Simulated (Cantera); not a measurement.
Mixture: CH₄ : O₂ : N₂ = 1 : 1.25 : 4.7 (molar parts), equivalence ratio 1.6, at 5.00 bar, adiabatic and at constant volume. Ignition delay is the time to a rise of 400 K.

Cantera simulation using GRI-Mech 3.0 (53 species, 325 reactions); the numbers are that mechanism's predictions, not measurements.

Task: Predict: delay at 1250 K; delay at 1325 K; delay at 1400 K; delay at 1475 K; delay at 1550 K; apparent activation energy between 1400 and 1550 K.

Result: 
```json
{
  "delay at 1250 K": "6.40 ms",
  "delay at 1325 K": "2.58 ms",
  "delay at 1400 K": "1.10 ms",
  "delay at 1475 K": "0.494 ms",
  "delay at 1550 K": "0.232 ms",
  "apparent activation energy between 1400 and 1550 K": "190 kJ/mol"
}
```
